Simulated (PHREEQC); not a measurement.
Solution (25 °C): 0.039 mol/kgw KHCO3 and 0.015 mol/kgw K2HPO4. Closed to the air; pH follows from the charge balance.

The numbers come from PHREEQC with the ion-association model, phreeqc.dat.

Each row changes one thing in this solution. Precipitation was switched off in this run.

| case | pH | ionic strength (mol/kgw) | CO3-2 (mol/kgw) | CO2 (mol/kgw) |
|---|---|---|---|---|
| as made | 8.35 | 0.0829 | 0.000783 | 0.000298 |
| K2HPO4 left out | 8.19 | 0.0395 | 0.000462 | 0.000464 |
| KHCO3 from 0.039 to 0.39 mol/kgw | 8.04 | 0.436 | 0.00563 | 0.00505 |
| 0.067 mol/kgw NaHS added | 8.51 | 0.148 | 0.00122 | 0.000189 |
| diluted 100-fold with water | 8.49 | 0.000839 | 6.12e-6 | 2.67e-6 |

Complexes and solids missing from the database can't appear.
